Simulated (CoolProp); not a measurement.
Saturated liquid density (kg/m³) of ammonia: the reference equation beside estimates from Tc = 132.4 °C, pc = 11360 kPa, ω = 0.256.

Model: reference Helmholtz-energy equation of state, Gao 2020, in CoolProp.

```csv
T (°C),reference,Soave-Redlich-Kwong,Peng-Robinson
-9.85,651.8,517.1,584.6
1.75,636.2,504.6,570.9
13.35,[?],491.1,[?]
24.85,603.2,476.7,540.3
36.45,[?],460.9,522.8
47.95,566.5,443.9,503.7
59.55,546.1,425.1,[?]
71.05,524.3,404.4,458.9
82.65,499.9,381.0,432.1
```

Fill in the missing entries.


- 13.35, reference: 620.0
- 13.35, Peng-Robinson: 556.2
- 36.45, reference: 585.3
- 59.55, Peng-Robinson: 482.5

Absolute difference from the reference over all 9 rows, mean and median: Soave-Redlich-Kwong 21.6 and 21.3 %, Peng-Robinson 11.2 and 10.7 %.
